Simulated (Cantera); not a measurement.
Input: 1 mol SiH2Cl2, 0.47 mol Cl2, 5.4 mol H2, at 1550 °C and 2.40 mbar.

Equilibrium computed with Cantera from the NASA thermochemical tables; the gas is ideal and each condensed phase is pure. The tables' values for SiCl, SiCl3 are old estimates; treat these amounts as uncertain. Gases not in the tables: Si2H6 and higher silanes. Equilibrium is a limit: real reactors are often held back by kinetics, nucleation or transport.

```csv
species,before,after
H2,0.725,0.723
HCl,0.159,0.159
SiCl2,0.104,0.104
H,0.00753,0.00845
Si,0.00184,0.00233
Si2,1.19e-5,1.51e-5
SiCl3,0.000435,0.000386
Cl,0.00126,0.00141
SiCl,0.00127,0.00143
SiH,8.21e-5,9.22e-5
SiH2,2.54e-5,2.54e-5
"Si(l), mol",0.145,0.140
```
Gas species are given as mole fractions.

Question: Which change was made?
(A) temperature from 1550 °C to 925 °C
(B) SiH2Cl2 replaced by Si2Cl6
(C) SiH2Cl2 replaced by SiH4
(D) pressure from 2.40 mbar to 1.90 mbar

Answer: D, pressure from 2.40 mbar to 1.90 mbar
